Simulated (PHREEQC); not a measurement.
Metal-bearing waste water: speciation

Consider water at 20 °C with 28 mmol/kgw MnSO4, 3.7 mmol/kgw H3AsO4 and 26 mmol/kgw Na2SO4. Closed to the air; pH follows from the charge balance.

All values are PHREEQC results (ion-association model, wateq4f.dat), not measurements.

No solid was allowed to form.

Q: What pH does the model give?

A: pH 2.93.

Q: In which forms is Mn present?

A: Mn+2 58 %, MnSO4 42 % of the Mn.

The database has no arsenate complexes of Mn.
